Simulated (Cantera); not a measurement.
Feed: 1 mol Cu2O, 0.34 mol C, 2.7 mol H2, held at 90.0 Torr.

Cantera equilibrium calculation (NASA polynomials, part measured and part estimated; ideal gas, pure solids and liquids). Candidate condensed phases: C, C6H6, C7H8, C8H18, Cu, CuO, Cu(OH)2, Cu2O, H2O; 113 gas species. Kinetics and transport are ignored. All values below are at 1148 K.

Base state: H2 0.693, H2O 0.196, CO 0.0903, CO2 0.0216 (mole fractions); condensed: Cu(s).

What changes in the equilibrium state with this change: C from 0.34 to 4.9 mol?


```
species            before     after
----------------  -------  --------
H2                  0.693     0.728
CO                 0.0903     0.269
CH4               2.53e-6   0.00151
H2O                 0.196   0.00113
CO2                0.0216  0.000354
Cu(s), mol           2.00      2.00
C(graphite), mol        0      3.90
```

What changes in the equilibrium state with this change: C from 0.34 to 1.4 mol?


| species | before | after |
|---|---|---|
| H2 | 0.693 | 0.728 |
| CO | 0.0903 | 0.269 |
| CH4 | 2.53e-6 | 0.00151 |
| H2O | 0.196 | 0.00113 |
| CO2 | 0.0216 | 0.000354 |
| Cu(s), mol | 2.00 | 2.00 |
| C(graphite), mol | 0 | 0.400 |
